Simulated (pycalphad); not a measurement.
## Freezing of Si-C alloys with rising C

CALPHAD calculation (pycalphad, COST 507 light-alloy database (1999)), 1 atm. No gas phase is included, though pure Si would boil below 3218 K. The database dates from 1999; later assessments differ in places, in temperatures and in the compounds included. Amounts are mole fractions of atoms.

Scheil-Gulliver runs (no diffusion in the solid, steps of 4 K) beside full equilibrium.

| alloy | liquidus (K) | Scheil, half solid (K) | Scheil, 80 % solid (K) | Scheil, invariant end (K) | liquid left at that end | equilibrium solidus (K) |
|---|---|---|---|---|---|---|
| Si-5.35C (at.%) | 2818 | at the invariant end | at the invariant end | 1687 | 0.89 | 1687 |
| Si-10.7C (at.%) | 2982 | at the invariant end | at the invariant end | 1687 | 0.79 | 1687 |
| Si-16.05C (at.%) | 3079 | at the invariant end | at the invariant end | 1687 | 0.68 | 1687 |
| Si-21.4C (at.%) | 3218 | at the invariant end | at the invariant end | 1687 | 0.62 | 1687 |
